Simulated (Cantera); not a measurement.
Charge: 1 mol CsCl, 1 mol HCl, 1 mol N2, equilibrated at 0.100 bar.

These are equilibrium values from Cantera (NASA tables, ideal gas, pure condensed phases), not measurements of a reactor. Candidate condensed phases: Cs, CsCl, NH4Cl; 16 gas species. Equilibrium is a limit: real reactors are often held back by kinetics, nucleation or transport.

x: gas mole fraction; n: condensed amount in mol.

```
T (°C)   x N2  x HCl    x CsCl  x Cs2Cl2  x Cl  n CsCl(s)  n CsCl(l)
------  -----  -----  --------  --------  ----  ---------  ---------
577     0.500  0.500  0.000166   7.99e-5     ?      0.999          0
677     0.498  0.498   0.00247   0.00131     ?          0      0.990
777     0.486  0.486    0.0184   0.00884     ?          0      0.926
877     0.434  0.434    0.0927    0.0399     ?          0      0.602
977     0.353  0.353     0.234    0.0597     ?          0          0
1077    0.342  0.342     0.289    0.0266     ?          0          0
1177    0.337  0.336     0.315    0.0110     ?          0          0
```

Problem. Some entries are withheld; supply them.

Solution. 
- 577, x Cl: 5.26e-8
- 677, x Cl: 6.47e-7
- 777, x Cl: 4.70e-6
- 877, x Cl: 2.17e-5
- 977, x Cl: 7.02e-5
- 1077, x Cl: 0.000202
- 1177, x Cl: 0.000503
